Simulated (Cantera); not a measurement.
Charge: 1 mol SiH2Cl2, 9.2 mol N2.

Cantera equilibrium calculation (NASA polynomials, part measured and part estimated; ideal gas, pure solids and liquids). Candidate condensed phases: NH4Cl, Si, Si3N4; 28 gas species. N2 is the only nitrogen source here; it is nearly inert below about 1500 K, so the nitride shown seldom forms there in practice. The tables' values for SiCl3 are old estimates. Kinetics and transport are ignored.

Question: What condenses at these points (T in °C, P in Pa): (1625, 5); (625, 45); (1425, 15); (1325, 33000); (525, 140); (525, 140)?

Answer: 
```tsv
T (°C)	P in Pa	condensed phases	Si condensed (%)
1625	5	gas only	0.0
625	45	Si3N4	84.6
1425	15	Si	15.4
1325	33000	Si3N4	71.9
525	140	Si3N4	81.4
525	140	Si3N4	81.4
```
